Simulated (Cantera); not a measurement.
A jet of CH4 : O2 : N2 = 0.088 : 0.075 : 0.79 (molar parts), equivalence ratio 2.3 at 300 K and 71.3 Torr hits a platinum plate 8.9 cm away at a mass flux of 0.12 kg/m²/s; the plate temperature is set and raised in steps from an oxygen-covered start.

Detailed kinetics in Cantera: Deutschmann's 1995 Pt surface mechanism with GRI-Mech 3.0 gas chemistry. Catalytic surfaces can have several steady states; this one follows from the mechanism file's or the stated starting coverage.

One state of this run: wall x CH4 = 0.0131; wall x O2 = 0.00339; wall x H2O = 0.0561; wall x OH = <1e-8; wall x CO = 0.0813; wall x CO2 = 0.000194; θ free Pt = 0.607; θ H* = 0.00316; θ CO* = 0.0810; θ C* = 0.309. x: mole fraction at the wall; θ: surface coverage.

Problem. Which value of plate T (K) does it belong to?
A. 950
B. 1050
C. 1000
D. 850

Solution. B, 1050
